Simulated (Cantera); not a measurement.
Feed: 1 mol Ca(OH)2, 0.1 mol H2, 0.18 mol CO2, held at 2073 K and 1 atm.

Equilibrium computed with Cantera from the NASA thermochemical tables; the gas is ideal and each condensed phase is pure. Candidate condensed phases: C, C6H6, C7H8, C8H18, Ca, CaCO3, CaO, Ca(OH)2, H2O; 115 gas species. Rates play no part.

Problem. What is the equilibrium state?

Solution. 
```json
{
  "x(H2O)": "0.810",
  "x(CO2)": "0.109",
  "x(H2)": "0.0474",
  "x(CO)": "0.0310",
  "x(OH)": "0.00111",
  "x(H)": "0.000569",
  "x(Ca(OH)2)": "0.000143",
  "x(O2)": "6.95e-5",
  "x(O)": "9.52e-6",
  "n(CaO(s))": "1.000 mol",
  "gas_amount": "1.281 mol",
  "log10 activity of C(graphite) (absent)": "-6.79",
  "log10 activity of Ca(l) (absent)": "-8.31"
}
```
